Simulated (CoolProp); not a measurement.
Aqueous potassium acetate as a coolant, at -8 °C, 1 atm.

The numbers come from the Melinder's fits for secondary coolants in CoolProp.

```
mass %  freezing point (°C)  density (kg/m³)  viscosity (mPa s)  conductivity (W/(m K))  cp (kJ/(kg K))
------  -------------------  ---------------  -----------------  ----------------------  --------------
19.4                  -10.7             1106               3.89                   0.493           3.488
22.5                  -13.5             1124               4.28                   0.485           3.394
25.6                  -16.9             1142               4.77                   0.476           3.302
28.7                  -21.1             1161               5.37                   0.468           3.211
31.8                  -26.1             1179               6.13                   0.460           3.121
```
